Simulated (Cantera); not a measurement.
A perfectly stirred reactor is fed with 7.12 % C2H6, 92.9 % N2, at 0.000190 bar; it is held at 1725 K, and followed from long to short residence time.

Computed with Cantera and GRI-Mech 3.0 (53 species, 325 reactions). GRI-Mech 3.0 stops at C3 and has no aromatics, soot or wall deposition, so with more carbon than oxygen in the feed, carbon stays in small species such as C2H2 where larger ones or solid carbon would form. Radical loss at walls, strong at low pressure, is not modelled.

One state of this run: x C2H6 = 0.0154; x HCN = 4.80e-6; x H = 0.00150; x CH2 = 8.51e-5; x C2H = 2.97e-6; x H2 = 0.0377. x: mole fraction; the columns are a selection and need not sum to one.

Problem. Which value of τ (s) does it belong to?
A. 0.17
B. 0.050
C. 1.8
D. 0.015

Solution. B, 0.050
